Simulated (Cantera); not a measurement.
Feed: 1 mol BF₃, 0.48 mol H₂O, 11 mol N₂, held at 950 K and 0.0450 bar.

These are equilibrium values from Cantera (NASA tables, ideal gas, pure condensed phases), not measurements of a reactor. Candidate condensed phases: B, BN, B₂O₃, B₃O₃H₃, H₂O; 62 gas species. Rates play no part.

Base state: N₂ 0.876, BF₃ 0.0618, HF 0.0358, H₂O 0.0203, B₃O₃F₃ 0.00592, BOF 4.56e-5, (HBO₂)₃ 2.16e-5 (mole fractions); condensed: gas only.

Question: What changes in the equilibrium state with this change: temperature from 950 K to 1675 K?

Answer: 
```json
[
 {"species": "N₂", "before": "0.876", "after": "0.849"},
 {"species": "HF", "before": "0.0358", "after": "0.0735"},
 {"species": "BF₃", "before": "0.0618", "after": "0.0405"},
 {"species": "BOF", "before": "4.56e-5", "after": "0.0366"},
 {"species": "H₂O", "before": "0.0203", "after": "0.000282"},
 {"species": "(HBO₂)₃", "before": "2.16e-5", "after": "<1e-9"},
 {"species": "B₃O₃F₃", "before": "0.00592", "after": "2.90e-7"},
 {"species": "H₂", "before": "2.11e-8", "after": "1.39e-5"},
 {"species": "HBO₂", "before": "5.77e-6", "after": "5.16e-5"}
]
```

Question: What changes in the equilibrium state with this change: H₂O from 0.48 to 1 mol?

Answer: 
| species | before | after |
|---|---|---|
| N₂ | 0.876 | 0.839 |
| BF₃ | 0.0618 | 0.0533 |
| HF | 0.0358 | 0.0531 |
| H₂O | 0.0203 | 0.0495 |
| (HBO₂)₃ | 2.16e-5 | 8.48e-5 |
| B₃O₃F₃ | 0.00592 | 0.00520 |
| B₂O₃(l), mol | 0 | 0.0460 |
Gases not in the tables: H₃BO₃.
